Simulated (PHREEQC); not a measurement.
Solution (25 °C): 0.52 mol H2SO4 and 0.82 mol MgCl2 per kg of water. Closed to the air; pH follows from the charge balance.

Equilibrium calculation in PHREEQC: Pitzer model, pitzer.dat.

Question: The ionic strength comes out as 3.36 mol/kgw. What activity coefficients do Mg+2, Cl-, H+, HSO4-, SO4-2 get?

Answer: Mg+2 0.76, Cl- 0.57, H+ 1.7, HSO4- 0.75, SO4-2 0.011. Single-ion values are on the MacInnes scale.

Precipitation was switched off in this run. In brines, pH and single-ion activities rest on the MacInnes convention.
